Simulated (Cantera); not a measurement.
Carbothermic reduction: PbO + CO + H₂

Charge: 1 mol PbO, 2.7 mol CO, 0.41 mol H₂, held at 1200 K and 210 Pa.

Equilibrium computed with Cantera from the NASA thermochemical tables; the gas is ideal and each condensed phase is pure. Candidate condensed phases: C, C₆H₆, C₇H₈, C₈H₁₈, H₂O, Pb, PbO, PbO₂, Pb₃O₄; 113 gas species. Equilibrium is a limit: real reactors are often held back by kinetics, nucleation or transport.

The x(CO) is 0.452 and the x(Pb) comes out as 0.243. The x(CO₂) is 0.205, the x(H₂) is 0.0615 and the x(H₂O) comes out as 0.0383. The x(Pb₂) is 7.20e-6, the x(PbO) is 4.89e-6 and the x(H) is 1.07e-6. The gas amount comes out as 4.110 mol. The log10 activity of Pb(l) (absent) is -0.10. The log10 activity of C(graphite) (absent) comes out as -4.40. The log10 activity of PbO₂(s) (absent) comes out as -14.55.
